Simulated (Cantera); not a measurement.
Feed: 1 mol SiCl4, 510 mol H2, held at 1198.15 K and 33.8 Torr.

Method: chemical equilibrium by Gibbs-energy minimisation in Cantera with the NASA 1993 tables (ideal gas, pure condensed phases). Candidate condensed phases: Si; 19 gas species. Rates play no part.

Base state: H2 0.992, HCl 0.00748, SiCl2 0.000133 (mole fractions); condensed: Si(s).

Task: What changes in the equilibrium state with this change: temperature from 1198.15 K to 875 K?

Result: 
```tsv
species	before	after
H2	0.992	0.996
HCl	0.00748	0.00231
SiCl4	2.51e-6	0.000782
SiHCl3	8.95e-6	0.000737
SiCl2	0.000133	6.84e-6
SiH2Cl2	4.18e-6	6.35e-5
Si(s), mol	0.921	0.182
```
